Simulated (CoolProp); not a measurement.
Vapour-liquid equilibrium of CH2F2 (R32) (1) + methanol (2) at 126 kPa; x and y are mole fractions of (1).

The numbers come from the multi-fluid Helmholtz-energy mixture model, Tillner-Roth 1997 and de Reuck 1993; pair parameters Bell 2016 in CoolProp.

| x | bubble temperature, mixture model (°C) | bubble temperature, Raoult's law (°C) | y, mixture model | y, Raoult's law |
|---|---|---|---|---|
| 0.05 | -3.6 | 32.4 | 0.974 | 0.814 |
| 0.2 | -36.2 | -8.2 | 0.998 | 0.985 |
| 0.35 | -42.0 | -23.2 | 0.999 | 0.996 |
| 0.5 | -43.4 | -32.0 | 0.999 | 0.998 |
| 0.65 | -43.7 | -38.0 | 0.999 | 0.999 |
| 0.8 | -44.4 | -42.6 | 0.999 | 1.000 |
| 0.95 | -46.3 | -46.2 | 1.000 | 1.000 |

The largest gap from Raoult's law is -36.0 K in bubble temperature, at x = 0.05. No azeotrope shows between x = 0.05 and 0.95.

Pair parameters are fitted to limited data, so mixtures are less certain than the pure fluids. With so large a gap from Raoult's law the liquid may split in two, which this calculation doesn't test in full.
